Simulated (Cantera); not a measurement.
Feed: 1 mol TiCl4, 1.2 mol H2, 0.6 mol O2, equilibrated at 1400 °C and 0.00590 bar.

Method: chemical equilibrium by Gibbs-energy minimisation in Cantera with the NASA 1993 tables (ideal gas, pure condensed phases). Candidate condensed phases: H2O, Ti, TiCl2, TiCl3, TiCl4, TiO, TiO2, Ti2O3, Ti3O5, Ti4O7; 23 gas species. The tables' values for TiCl2 are old estimates; treat these amounts as uncertain. The numbers say what is thermodynamically allowed, not how fast it happens.

Base state: HCl 0.824, TiCl4 0.101, Cl 0.0374, TiCl3 0.0366, TiOCl2 0.000682, H2 0.000650, Cl2 0.000299, H2O 0.000159 (mole fractions); condensed: TiO2(rutile).

What changes in the equilibrium state with this change: H2 from 1.2 to 53 mol?


| species | before | after |
|---|---|---|
| H2 | 0.000650 | 0.929 |
| HCl | 0.824 | 0.0682 |
| H | 3.78e-5 | 0.00143 |
| TiCl4 | 0.101 | 6.27e-6 |
| Cl | 0.0374 | 8.19e-5 |
| TiCl3 | 0.0366 | 0.00104 |
| Cl2 | 0.000299 | 1.43e-9 |
| TiOCl2 | 0.000682 | 1.28e-6 |
| TiCl2 | 4.91e-5 | 0.000638 |
| H2O | 0.000159 | 3.30e-5 |
| TiO2(rutile), mol | 0.599 | 0 |
| TiO(s), mol | 0 | 0.325 |
| Ti2O3(s), mol | 0 | 0.291 |
Mutual solubility and eutectic melting of coexisting phases are not modelled. TiO: taken at fixed stoichiometry.

What changes in the equilibrium state with this change: temperature from 1400 °C to 1700 °C?


```csv
species,before,after
HCl,0.824,0.717
Cl,0.0374,0.180
TiCl3,0.0366,0.0691
TiCl4,0.101,0.0209
TiO2,2.80e-8,1.77e-5
TiOCl,1.03e-7,2.26e-5
TiCl2,4.91e-5,0.00198
H,3.78e-5,0.000919
TiOCl2,0.000682,0.00697
"TiO2(rutile), mol",0.599,0
"Ti4O7(l), mol",0,0.168
```
The tables' values for TiCl2, TiOCl are old estimates; treat these amounts as uncertain. Condensed phases not in the tables: Magnéli phases beyond Ti4O7.

What changes in the equilibrium state with this change: H2 from 1.2 to 97 mol?


```tsv
species	before	after
H2	0.000650	0.959
HCl	0.824	0.0393
H	3.78e-5	0.00145
TiCl4	0.101	6.51e-7
Cl	0.0374	4.65e-5
TiCl3	0.0366	0.000190
TiCl2	4.91e-5	0.000206
Cl2	0.000299	<1e-9
TiOCl2	0.000682	4.14e-7
H2O	0.000159	3.41e-5
TiO2(rutile), mol	0.599	0
TiO(s), mol	0	0.488
Ti2O3(s), mol	0	0.236
```
Mutual solubility and eutectic melting of coexisting phases are not modelled. TiO: taken at fixed stoichiometry.
